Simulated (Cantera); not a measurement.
Input: 1 mol AlN, 4.5 mol O2, 2.5 mol H2, 0.11 mol H2O, at 1800 K and 1.00 Torr.

These are equilibrium values from Cantera (NASA tables, ideal gas, pure condensed phases), not measurements of a reactor. Candidate condensed phases: Al, AlN, Al2O3, H2O; 35 gas species. Equilibrium is a limit: real reactors are often held back by kinetics, nucleation or transport.

Base state: H2O 0.457, O2 0.440, N2 0.0878, OH 0.00929, O 0.00221, NO 0.00201, H2 0.00102, H 0.000313 (mole fractions); condensed: Al2O3(s).

**Question.** What changes in the equilibrium state with this change: 0.017 mol Cl2 added?

**Answer.** 
```tsv
species	before	after
H2O	0.457	0.453
O2	0.440	0.439
N2	0.0878	0.0873
HCl	0	0.00486
Cl	0	0.00115
H2	0.00102	0.00101
OH	0.00929	0.00924
H	0.000313	0.000311
Al2O3(s), mol	0.500	0.500
```
Further candidate phases: AlCl3, NH4Cl.

**Question.** What changes in the equilibrium state with this change: temperature from 1800 K to 998 K?

**Answer.** 
```json
[
 {"species": "H2O", "before": "0.457", "after": "0.465"},
 {"species": "O2", "before": "0.440", "after": "0.446"},
 {"species": "N2", "before": "0.0878", "after": "0.0891"},
 {"species": "OH", "before": "0.00929", "after": "1.51e-6"},
 {"species": "O", "before": "0.00221", "after": "2.70e-9"},
 {"species": "H2", "before": "0.00102", "after": "1.57e-9"},
 {"species": "Al2O3(s), mol", "before": "0.500", "after": "0.500"}
]
```
